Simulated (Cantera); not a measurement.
# Silicon carbide growth: SiHCl₃ + C₂H₄ + H₂ + HCl

A closed system holds: 1 mol SiHCl₃, 0.0074 mol C₂H₄, 170 mol H₂, 0.16 mol HCl, equilibrated at 1825 K.

Method: chemical equilibrium by Gibbs-energy minimisation in Cantera with the NASA 1993 tables (ideal gas, pure condensed phases). Candidate condensed phases: C, C₆H₆, C₇H₈, C₈H₁₈, Si, SiC; 109 gas species. Mutual solubility and eutectic melting of coexisting phases are not modelled. The tables' values for SiCl are old estimates; treat these amounts as uncertain. Gases not in the tables: Si₂H₆ and higher silanes. Equilibrium is a limit: real reactors are often held back by kinetics, nucleation or transport.

```
P (Pa)  log p H₂  log p HCl  log p H  log p Si  n SiC(s)  n Si(l)
------  --------  ---------  -------  --------  --------  -------
100        -3.02      -4.79    -4.86     -5.36   0.00546        0
400        -2.41      -4.18    -4.56     -5.34    0.0123    0.605
1600       -1.81      -3.58    -4.26     -5.34    0.0141    0.770
6300       -1.21      -2.98    -3.96     -5.34    0.0144    0.814
25000      -0.61      -2.38    -3.66     -5.34    0.0139    0.827
100000     -0.01      -1.78    -3.36     -5.34    0.0115    0.832
```
log p: log10 of the partial pressure in bar; n: condensed amount in mol.

At 100 Pa the condensed part is SiC(s). From 400 Pa to 100000 Pa the condensed part is Si(l) + SiC(s). The main Si-bearing gas is Si at 100 Pa and SiCl₂ at 100000 Pa. The share of Si in condensed phases is highest at 100000 Pa (84.4 %) and lowest at 100 Pa (0.5 %).
